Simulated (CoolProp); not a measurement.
The numbers come from the reference Helmholtz-energy equation of state, Guder 2009 in CoolProp.

**Question.** For sulfur hexafluoride, give the phase and the viscosity (µPa s), conductivity (mW/(m K)) at 522.4 K and 174 kPa.

**Answer.** 
- 522.4 K and 174 kPa: gas; viscosity 24.7, conductivity 29.2

Viscosity comes from a separate model (Quiñones-Cisneros 2012). Thermal conductivity comes from a separate model (Assael 2012).
